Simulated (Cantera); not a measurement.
# Equilibrium for silicon etching in halogen gases: Si + SF6 + N2

A closed system holds: 1 mol Si, 1.8 mol SF6, 77 mol N2, at 0.133 bar.

Equilibrium computed with Cantera from the NASA thermochemical tables; the gas is ideal and each condensed phase is pure. Candidate condensed phases: S, Si, Si3N4; 29 gas species. The tables' values for S2F2 (SSF2), SF3 are old estimates; treat these amounts as uncertain. Equilibrium is a limit: real reactors are often held back by kinetics, nucleation or transport.

From 277 °C to 927 °C nothing is condensed. The main Si-bearing gas is SiF4 throughout.

```tsv
T (°C)	log p N2	log p SF4	log p SiF4	log p SF6	log p S2F2 (SSF2)	log p SF2	log p SF3
277	-0.89	-3.54	-2.78	-2.82	-3.21	-7.82	-7.83
327	-0.89	-3.19	-2.78	-2.89	-3.27	-7.01	-7.03
377	-0.89	-2.94	-2.78	-3.01	-3.36	-6.35	-6.39
427	-0.89	-2.78	-2.78	-3.17	-3.48	-5.82	-5.89
477	-0.89	-2.68	-2.78	-3.38	-3.61	-5.38	-5.49
527	-0.89	-2.62	-2.78	-3.62	-3.73	-5.02	-5.16
577	-0.89	-2.59	-2.78	-3.86	-3.83	-4.70	-4.88
627	-0.89	-2.58	-2.78	-4.09	-3.91	-4.42	-4.64
677	-0.89	-2.58	-2.78	-4.31	-4.00	-4.17	-4.43
727	-0.89	-2.58	-2.78	-4.50	-4.12	-3.97	-4.25
777	-0.89	-2.58	-2.78	-4.66	-4.28	-3.80	-4.10
827	-0.89	-2.58	-2.78	-4.77	-4.51	-3.68	-3.98
877	-0.89	-2.59	-2.78	-4.84	-4.85	-3.62	-3.89
927	-0.89	-2.59	-2.78	-4.86	-5.26	-3.59	-3.83
```
log p: log10 of the partial pressure in bar; nothing condenses.
